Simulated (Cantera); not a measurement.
An adiabatic, constant-pressure homogeneous reactor starts with CH₄ : O₂ : N₂ = 1 : 2.04 : 5.31 (molar parts), at 1400 K and 0.405 atm.

Cantera simulation using GRI-Mech 3.0 (53 species, 325 reactions); the numbers are that mechanism's predictions, not measurements.

Problem. Predict: time of steepest temperature rise; temperature at 1.00 s; equilibrium temperature; x(O₂) at 1.00 s; x(O) at 1.00 s; x(H₂O₂) at 1.00 s.

Solution. 
| Item | Result |
|---|---|
| time of steepest temperature rise | 4.98 ms |
| temperature at 1.00 s | 2736 K |
| equilibrium temperature | 2736 K |
| x(O₂) at 1.00 s | 0.0313 (gas-phase equilibrium 0.0313) |
| x(O) at 1.00 s | 0.0117 (gas-phase equilibrium 0.0117) |
| x(H₂O₂) at 1.00 s | 2.21e-7 (gas-phase equilibrium 2.21e-7) |
